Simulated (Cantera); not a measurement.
Mixture: 4.79 % C3H8, 20.0 % O2, 75.2 % N2, at 28.6 atm, adiabatic and at constant volume. Ignition delay is the time to a rise of 400 K.

Computed with Cantera and GRI-Mech 3.0 (53 species, 325 reactions). GRI-Mech 3.0 was tuned for natural gas; its chemistry of propane as a main component is partial and can be far from experiment. The pressure lies above the range GRI-Mech 3.0 was tuned for (to about 10 atm).

**Question.** Predict: delay at 1048 K; delay at 1148 K; delay at 1248 K; delay at 1348 K; delay at 1448 K; delay at 1548 K; apparent activation energy between 1348 and 1548 K.

**Answer.** 
```json
{
 "delay at 1048 K": "9.71 ms",
 "delay at 1148 K": "1.69 ms",
 "delay at 1248 K": "0.323 ms",
 "delay at 1348 K": "69.3 µs",
 "delay at 1448 K": "18.0 µs",
 "delay at 1548 K": "5.89 µs",
 "apparent activation energy between 1348 and 1548 K": "210 kJ/mol"
}
```
